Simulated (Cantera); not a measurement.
# Ignition delay

Mixture: 32.8 % H2, 16.4 % O2, 50.8 % N2, equivalence ratio 1.0, at 1000000 Pa, adiabatic and at constant pressure. Ignition delay is the time to a rise of 400 K.

Cantera simulation using the H2/O2 subset of GRI-Mech 3.0, which has no nitrogen chemistry; the numbers are that mechanism's predictions, not measurements. The hydrogen kinetics of GRI-Mech 3.0 are dated; newer H2 mechanisms differ, most at raised pressure. Below about 950 K walls govern HO2 and H2O2 in real vessels.

| T0 (K) | delay (ms) |
|---|---|
| 898 | 109 |
| 973 | 15.5 |
| 1048 | 2.67 |
| 1123 | 0.479 |
| 1198 | 0.0629 |
| 1273 | 0.00667 |
| 1348 | 0.00294 |
| 1423 | 0.00185 |
| 1498 | 0.00132 |
| 1573 | 0.00102 |

The apparent activation energy between 1423 and 1573 K comes out as 74 kJ/mol.
